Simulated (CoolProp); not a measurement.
Vapour-liquid equilibrium of R152A (1) + R113 (2) at 0.506 MPa; x and y are mole fractions of (1).

Values from CoolProp's multi-fluid Helmholtz-energy mixture model, Outcalt 1996 and Marx 1992; pair parameters Bell 2016.

### Question
Give the bubble temperature and the first vapour's composition at x = 0.45, 0.55, 0.65. Is there an azeotrope?

### Answer
x = 0.45: 35.8 °C, y = 0.897; x = 0.55: 31.9 °C, y = 0.919; x = 0.65: 28.8 °C, y = 0.936. No azeotrope shows between x = 0.05 and 0.95.

The pair parameters rest on a limited set of measurements; away from them the model extrapolates.
